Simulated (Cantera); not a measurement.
Charge: 1 mol SiF₄, 23 mol H₂O, held at 1.00 Torr.

Equilibrium computed with Cantera from the NASA thermochemical tables; the gas is ideal and each condensed phase is pure. Candidate condensed phases: H₂O, Si, SiO₂; 38 gas species. Equilibrium is a limit: real reactors are often held back by kinetics, nucleation or transport. All values below are at 1050 K.

Base state: H₂O 0.840, HF 0.160 (mole fractions); condensed: SiO₂(β-quartz).

Task: What changes in the equilibrium state with this change: SiF₄ replaced by SiCl₄?

Result: 
```csv
species,before,after
H₂O,0.840,0.840
HCl,0,0.160
Cl,0,1.14e-5
HF,0.160,0
"SiO₂(β-quartz), mol",1.000,1.00
```
